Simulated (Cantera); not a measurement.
Cantera with NASA thermochemical tables; ideal gases at 1 bar, condensed phases pure. Values are per mole of reaction as written; species without (g) are pure solids or liquids, kept so even where they would boil at 1 bar.

Problem. Between 300 and 1775 K, where is each reaction favourable under standard conditions?
- 2 HF(g) + CaCl2 ⇌ CaF2 + 2 HCl(g)
- 2 H(g) + CaF2 ⇌ 2 HF(g) + Ca(g)

Solution. 
- 2 HF(g) + CaCl2 ⇌ CaF2 + 2 HCl(g): ΔG° is -67 kJ at 300 K and -36 kJ at 1775 K; it stays negative (K > 1). ΔH° is -56 kJ and ΔS° -11 J/K at 1775 K.
- 2 H(g) + CaF2 ⇌ 2 HF(g) + Ca(g): ΔG° is 361 kJ at 300 K and 134 kJ at 1775 K; it stays positive (K < 1). ΔH° is 309 kJ and ΔS° 99 J/K at 1775 K.
